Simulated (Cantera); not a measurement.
**Diamond growth**

A diamond (100) surface in a fixed gas of H2 with x(CH4) = 0.0027, x(H) = 0.025, x(CH3) = 0.00014, at 1075 K; coverages are run to steady state.

Model: the Harris–Goodwin 1993 mechanism for the reconstructed diamond (100) surface, integrated in Cantera.

```tsv
P (Pa)	growth (µm/h)	θ c6HH	θ c6H*	θ c6*H	θ c6**	θ c6HM
1400	1.24	0.530	0.0254	0.426	0.0160	0.00196
1900	1.74	0.530	0.0254	0.426	0.0160	0.00204
2600	2.44	0.530	0.0255	0.426	0.0160	0.00209
3500	3.35	0.530	0.0255	0.426	0.0160	0.00214
4600	4.47	0.530	0.0256	0.426	0.0160	0.00217
6200	6.09	0.530	0.0256	0.425	0.0160	0.00219
8400	8.33	0.530	0.0258	0.425	0.0160	0.00221
11000	11.0	0.530	0.0259	0.425	0.0161	0.00223
```
θ: site fractions in the mechanism's names (c6HH fully hydrogenated, c6H* and c6*H radical sites, c6** diradical, c6HM methylated).
